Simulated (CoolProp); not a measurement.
Vapour pressure (kPa) of R143a: the reference equation beside estimates from Tc = 72.7 °C, pc = 3762 kPa, ω = 0.261. Clausius-Clapeyron is anchored at -59.25 °C with a constant enthalpy of vaporisation of 19.73 kJ/mol.

Values from CoolProp's reference Helmholtz-energy equation of state, Lemmon and Jacobsen 2000.

| T (°C) | reference | Lee-Kesler | Clausius-Clapeyron | van der Waals | Redlich-Kwong | Soave-Redlich-Kwong |
|---|---|---|---|---|---|---|
| -94.25 | 5.426 | 4.997 | 6.308 | 131.1 | 13.44 | 5.118 |
| -85.45 | 10.70 | 10.01 | 11.75 | 178.5 | 24.70 | 10.21 |
| -76.75 | 19.54 | 18.55 | ? | 236.1 | 42.17 | 18.82 |
| -68.05 | 33.62 | 32.35 | 34.33 | 305.3 | 68.05 | 32.67 |
| -59.25 | 55.26 | 53.82 | 55.26 | 388.4 | 105.2 | 54.13 |
| -50.55 | 86.38 | 84.99 | 85.25 | 484.4 | ? | 85.22 |
| -41.85 | 129.9 | 128.9 | 127.3 | 595.0 | 221.1 | ? |
| -33.15 | ? | 188.8 | 184.6 | 721.2 | 305.5 | 188.7 |

**Question.** Complete the blanks.

**Answer.** 
- -76.75, Clausius-Clapeyron: 20.57
- -50.55, Redlich-Kwong: 155.2
- -41.85, Soave-Redlich-Kwong: 129.0
- -33.15, reference: 189.0

Absolute difference from the reference over all 8 rows, mean and median: Lee-Kesler 3.5 and 3.2 %, Clausius-Clapeyron 4.9 and 2.2 %, van der Waals 938.0 and 705.5 %, Redlich-Kwong 99.8 and 96.4 %, Soave-Redlich-Kwong 2.6 and 2.4 %.
